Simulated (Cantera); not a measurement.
A closed system holds: 1 mol Fe3O4, 1300 mol H2, 3.9 mol N2, held at 0.100 bar.

Equilibrium computed with Cantera from the NASA thermochemical tables; the gas is ideal and each condensed phase is pure. Candidate condensed phases: Fe, FeO, Fe(OH)2, Fe(OH)3, Fe2O3, Fe3O4, H2O; 27 gas species. Rates play no part. All values below are at 2023 K.

Base state: H2 0.986, H 0.00596, H2O 0.00305, N2 0.00298, Fe 0.00229 (mole fractions); condensed: gas only.

**Question.** What changes in the equilibrium state with this change: Fe3O4 replaced by Cr2O3?

**Answer.** 
```tsv
species	before	after
H2	0.986	0.987
H	0.00596	0.00597
N2	0.00298	0.00298
Fe	0.00229	0
Cr	0	0.00152
H2O	0.00305	0.00229
```
Further candidate phases: Cr, CrN, Cr2N, Cr2O3.
